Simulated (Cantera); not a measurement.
Input: 1 mol MgO, 1.2 mol C, 0.22 mol CO, equilibrated at 1650 °C and 120 Pa.

Method: chemical equilibrium by Gibbs-energy minimisation in Cantera with the NASA 1993 tables (ideal gas, pure condensed phases). Candidate condensed phases: C, Mg, MgCO3, MgO; 15 gas species. The numbers say what is thermodynamically allowed, not how fast it happens.

Base state: CO 0.550, Mg 0.450 (mole fractions); condensed: C(graphite).

### Question
What changes in the equilibrium state with this change: temperature from 1650 °C to 2300 °C?

### Answer
```
species            before     after
----------------  -------  --------
CO                  0.550     0.549
Mg                  0.450     0.450
C3                3.21e-9   0.00125
C2                  <1e-9  0.000117
C                 4.52e-9  0.000368
C(graphite), mol    0.200     0.190
```
